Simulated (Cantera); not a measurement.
# Premixed flame

A freely propagating, adiabatic, planar premixed flame of 8.09 % CH₄, 3.56 % CO, 18.0 % O₂, 55.6 % N₂, 14.6 % CO₂, 0.210 % H₂, equivalence ratio 1.0, unburnt at 350 K and 2.00 bar; mixture-averaged transport, grid criteria slope 0.08 and curve 0.16, no radiation.

Computed with Cantera and GRI-Mech 3.0 (53 species, 325 reactions). Burning velocities carry a grid error of a few per cent, more on coarse grids.

```
z (mm)   T (K)  u (m/s)     x CH₄    x CO     x O₂     x HO₂     x H₂    x HCO
-------  -----  -------  --------  ------  -------  --------  -------  -------
-1.09      350    0.229    0.0808  0.0356    0.179   1.61e-8  0.00250    <1e-8
-0.727     353    0.231    0.0805  0.0356    0.179   2.85e-7  0.00330    <1e-8
-0.545     363    0.237    0.0797  0.0357    0.178   1.44e-6  0.00423    <1e-8
-0.364     434    0.285    0.0750  0.0366    0.172   1.32e-5  0.00605    <1e-8
-0.182     848    0.562    0.0508  0.0435    0.135  0.000121  0.00874  3.90e-8
-0.0909   1253    0.835    0.0270  0.0517   0.0946  0.000146   0.0100  2.15e-6
0         1649     1.10   0.00469  0.0573   0.0490   8.17e-5  0.00947  1.52e-5
0.0909    1804     1.19  0.000110  0.0470   0.0274   1.70e-5  0.00646  1.89e-6
0.182     1868     1.23   1.31e-6  0.0384   0.0215   1.05e-5  0.00545  8.98e-8
0.364     1941     1.27     <1e-8  0.0313   0.0171   6.31e-6  0.00458  3.12e-8
0.727     2011     1.31     <1e-8  0.0250   0.0131   3.33e-6  0.00351  1.24e-8
1.45      2065     1.34     <1e-8  0.0194  0.00978   1.70e-6  0.00260    <1e-8
2.91      2104     1.36     <1e-8  0.0149  0.00728   9.15e-7  0.00194    <1e-8
```
x: mole fraction of selected species; z is measured from the peak of heat release.

```yaml
laminar_burning_velocity: 22.9 cm/s
thermal_thickness: 0.364 mm
peak x(HO₂): 0.000147
peak x(HCO): 1.53e-5
grid_points: 137
```
